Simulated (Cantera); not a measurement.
A perfectly stirred reactor is fed with CH4 : C2H6 : C3H8 : O2 : N2 = 1 : 0.28 : 0.84 : 4.79 : 18 (molar parts), at 2.80 bar; it is adiabatic with a 300 K inlet, and is followed from long to short residence time, starting on the burning branch (τ in s: 0.069, 0.029, 0.012, 0.0052, 0.0022, 0.00094, 0.0004, 0.00017, 7.1e-05, 3e-05).

Detailed kinetics in Cantera: GRI-Mech 3.0 (53 species, 325 reactions). GRI-Mech 3.0 was tuned for natural gas; its chemistry of propane as a main component is partial and can be far from experiment.

Q: Predict: blow-out, bracketed by the residence times tried; x(CH4) at τ = 69.0 ms; x(C2H6) at τ = 69.0 ms; x(C3H8) at τ = 69.0 ms; x(HO2) at τ = 69.0 ms; x(C2H) at τ = 69.0 ms; x(CH4) at τ = 0.940 ms; x(C2H6) at τ = 0.940 ms; x(C3H8) at τ = 0.940 ms; x(HO2) at τ = 0.940 ms; x(C2H) at τ = 0.940 ms.

A: 
```json
{
  "blow_out_bracketed_by_the_residence_times_tried": "burning at 0.400 ms, out at 0.170 ms",
  "x(CH4) at τ = 69.0 ms": "0.00137",
  "x(C2H6) at τ = 69.0 ms": "8.51e-7",
  "x(C3H8) at τ = 69.0 ms": "5.37e-7",
  "x(HO2) at τ = 69.0 ms": "5.70e-8",
  "x(C2H) at τ = 69.0 ms": "8.82e-8",
  "x(CH4) at τ = 0.940 ms": "0.00380",
  "x(C2H6) at τ = 0.940 ms": "4.57e-5",
  "x(C3H8) at τ = 0.940 ms": "2.98e-5",
  "x(HO2) at τ = 0.940 ms": "3.54e-6",
  "x(C2H) at τ = 0.940 ms": "9.42e-7"
}
```
